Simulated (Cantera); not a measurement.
## Low-pressure radical oxidation in H2/O2

A perfectly stirred reactor is fed with H2 : O2 : N2 = 0.0061 : 1 : 0.14 (molar parts), at 0.0250 bar; it is held at 1425 K, and followed from long to short residence time.

Detailed kinetics in Cantera: GRI-Mech 3.0 (53 species, 325 reactions). Radical loss at walls, strong at low pressure, is not modelled.

```json
[
 {"τ (s)": "0.56", "x H2": "1.54e-5", "x O2": "0.870", "x NO": "5.26e-8", "x OH": "0.000498", "x HO2": "2.34e-7", "x H2O": "0.00505"},
 {"τ (s)": "0.24", "x H2": "2.52e-5", "x O2": "0.869", "x NO": "3.16e-8", "x OH": "0.000593", "x HO2": "2.87e-7", "x H2O": "0.00499"},
 {"τ (s)": "0.10", "x H2": "4.41e-5", "x O2": "0.869", "x NO": "1.65e-8", "x OH": "0.000683", "x HO2": "3.36e-7", "x H2O": "0.00491"},
 {"τ (s)": "0.042", "x H2": "8.29e-5", "x O2": "0.868", "x NO": "7.49e-9", "x OH": "0.000766", "x HO2": "3.77e-7", "x H2O": "0.00482"},
 {"τ (s)": "0.018", "x H2": "0.000165", "x O2": "0.868", "x NO": "3.05e-9", "x OH": "0.000861", "x HO2": "4.20e-7", "x H2O": "0.00468"},
 {"τ (s)": "0.0074", "x H2": "0.000356", "x O2": "0.868", "x NO": "1.10e-9", "x OH": "0.000996", "x HO2": "4.76e-7", "x H2O": "0.00441"},
 {"τ (s)": "0.0031", "x H2": "0.000760", "x O2": "0.868", "x NO": "3.85e-10", "x OH": "0.00116", "x HO2": "5.38e-7", "x H2O": "0.00392"},
 {"τ (s)": "0.0013", "x H2": "0.00160", "x O2": "0.869", "x NO": "1.16e-10", "x OH": "0.00124", "x HO2": "5.81e-7", "x H2O": "0.00304"}
]
```
x: mole fraction; the columns are a selection and need not sum to one.
